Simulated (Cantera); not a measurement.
A perfectly stirred reactor is fed with H2 : O2 = 0.0052 : 1 (molar parts), equivalence ratio 0.0026, at 150 Pa; it is held at 1350 K, and followed from long to short residence time.

Cantera simulation using the H2/O2 subset of GRI-Mech 3.0, which has no nitrogen chemistry; the numbers are that mechanism's predictions, not measurements. Radical loss at walls, strong at low pressure, is not modelled.

x: mole fraction; the columns are a selection and need not sum to one.

| τ (s) | x H2 | x O2 | x H2O | x H | x O | x HO2 |
|---|---|---|---|---|---|---|
| 23 | 1.14e-5 | 0.991 | 0.00487 | 5.61e-5 | [?] | 2.57e-8 |
| 6.1 | 2.01e-5 | 0.990 | 0.00481 | 7.75e-5 | 0.00423 | 2.88e-8 |
| 1.6 | 4.65e-5 | 0.990 | 0.00475 | 8.97e-5 | 0.00451 | 3.10e-8 |
| 0.43 | 0.000137 | 0.990 | 0.00461 | 0.000102 | 0.00446 | 3.46e-8 |
| 0.11 | 0.000458 | 0.990 | 0.00418 | 0.000123 | [?] | 4.20e-8 |
| 0.030 | 0.00141 | 0.991 | 0.00314 | 0.000127 | [?] | 4.95e-8 |
| 0.0080 | 0.00409 | 0.994 | 0.000806 | 3.89e-5 | [?] | 4.48e-8 |

**Question.** Fill in the missing entries.

**Answer.** 
- 23, x O: 0.00343
- 0.11, x O: 0.00405
- 0.030, x O: 0.00301
- 0.0080, x O: 0.000767
